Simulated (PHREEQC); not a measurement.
Solution (26 °C): 1.8 mol NaBr, 0.27 mol K2SO4 and 2.1 mol NaCl per kg of water. Closed to the air; pH follows from the charge balance.

Computed with PHREEQC (Pitzer model, pitzer.dat).

```
quantity                          before    after
-------------------------------  -------  -------
HSO4- (mol/kgw)                  1.10e-7  1.21e-7
SI of Mirabilite (Na2SO4:10H2O)    -0.83    -0.87
SI of Halite (NaCl)                -0.88    -1.09
```

Q: Name the change that produced these shifts.
(A) diluted 10-fold with water
(B) diluted 2-fold with water
(C) NaCl from 2.1 to 3.15 mol/kgw
(D) NaBr from 1.8 to 0.9 mol/kgw

A: D, NaBr from 1.8 to 0.9 mol/kgw

This is a speciation only: nothing precipitates in the calculation.
